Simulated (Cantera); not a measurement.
# Adiabatic ignition

An adiabatic, constant-pressure homogeneous reactor starts with CH₃OH : O₂ : N₂ = 1 : 0.714 : 6.21 (molar parts), equivalence ratio 2.1, at 1100 K and 3.30 bar.

Detailed kinetics in Cantera: GRI-Mech 3.0 (53 species, 325 reactions). GRI-Mech 3.0 was tuned for natural gas; its chemistry of methanol as a main component is partial and can be far from experiment.

| t (s) | T (K) | x CH₃OH | x O₂ | x OH | x N₂O | x H | x H₂O₂ | x HO₂ |
|---|---|---|---|---|---|---|---|---|
| 9.00e-6 | 1100 | 0.126 | 0.0901 | 1.30e-11 | <1e-12 | 2.05e-11 | <1e-12 | 6.24e-9 |
| 2.88e-5 | 1100 | 0.126 | 0.0901 | 1.30e-11 | <1e-12 | 2.15e-11 | <1e-12 | 2.23e-8 |
| 9.19e-5 | 1100 | 0.126 | 0.0901 | 1.31e-11 | <1e-12 | 2.19e-11 | 1.24e-11 | 7.75e-8 |
| 0.000294 | 1100 | 0.126 | 0.0901 | 1.32e-11 | <1e-12 | 2.23e-11 | 3.95e-10 | 2.55e-7 |
| 0.000939 | 1100 | 0.126 | 0.0901 | 1.48e-11 | 1.97e-12 | 2.45e-11 | 9.48e-9 | 8.08e-7 |
| 0.00300 | 1100 | 0.126 | 0.0901 | 3.71e-11 | 1.94e-11 | 4.21e-11 | 1.43e-7 | 2.43e-6 |
| 0.00959 | 1100 | 0.126 | 0.0901 | 3.23e-10 | 1.89e-10 | 2.37e-10 | 1.87e-6 | 7.93e-6 |
| 0.0306 | 1864 | <1e-12 | 6.37e-9 | 1.14e-5 | 7.67e-11 | 0.000106 | 2.23e-11 | 5.70e-12 |
| 0.0979 | 1864 | <1e-12 | 5.57e-9 | 1.07e-5 | 7.06e-11 | 9.98e-5 | 1.97e-11 | 4.96e-12 |
| 0.313 | 1864 | <1e-12 | 5.57e-9 | 1.07e-5 | 7.06e-11 | 9.98e-5 | 1.97e-11 | 4.96e-12 |
| 1.00 | 1864 | <1e-12 | 5.57e-9 | 1.07e-5 | 7.08e-11 | 9.98e-5 | 1.97e-11 | 4.96e-12 |
x: mole fraction; the columns are a selection and need not sum to one.

```yaml
time_of_steepest_temperature_rise: 22.2 ms
temperature at 1.00 s: 1864 K
equilibrium_temperature: 1864 K
x(CH₃OH) at 1.00 s: <1e-12 (gas-phase equilibrium <1e-12)
x(O₂) at 1.00 s: 5.57e-9 (gas-phase equilibrium 5.57e-9)
x(OH) at 1.00 s: 1.07e-5 (gas-phase equilibrium 1.07e-5)
```
